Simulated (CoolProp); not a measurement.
The numbers come from the reference Helmholtz-energy equation of state, Leachman 2009 in CoolProp.

### Question
For normal hydrogen, give the phase and the Joule-Thomson coefficient (K/MPa), viscosity (µPa s), Prandtl number at 466.05 °C and 1.43 MPa.

### Answer
- 466.05 °C and 1.43 MPa: supercritical; Joule-Thomson coefficient -0.578, viscosity 16.7, Prandtl number 0.677

Viscosity comes from a separate model (Muzny 2013). Thermal conductivity comes from a separate model (Assael 2011).
